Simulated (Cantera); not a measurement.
Equilibrium for silicon etching in halogen gases: Si + SF6 + N2

Feed: 1 mol Si, 1.5 mol SF6, a varied amount of N2, held at 1700 K and 133 Pa.

Cantera equilibrium calculation (NASA polynomials, part measured and part estimated; ideal gas, pure solids and liquids). Candidate condensed phases: S, Si, Si3N4; 29 gas species. The tables' values for SF3, S2F2 (SSF2), FS2F (FSSF) are old estimates; treat these amounts as uncertain. Kinetics and transport are ignored.

| n(N2) (mol) | log p N2 | log p F | log p SF2 | log p SiF4 | log p SF3 |
|---|---|---|---|---|---|
| 0.92 | -3.64 | -3.31 | -3.47 | -3.60 | -4.80 |
| 1.6 | -3.45 | -3.36 | -3.52 | -3.66 | -4.90 |
| 2.9 | -3.28 | -3.44 | -3.61 | -3.74 | -5.06 |
| 5.2 | -3.15 | -3.55 | -3.73 | -3.86 | -5.29 |
| 9.2 | -3.05 | -3.68 | -3.89 | -4.02 | -5.59 |
| 16 | -2.99 | -3.83 | -4.09 | -4.19 | -5.94 |
| 29 | -2.94 | -4.01 | -4.35 | -4.41 | -6.37 |
log p: log10 of the partial pressure in bar; nothing condenses.

From 0.92 mol N2 to 29 mol N2 nothing is condensed. The main Si-bearing gas is SiF4 throughout.
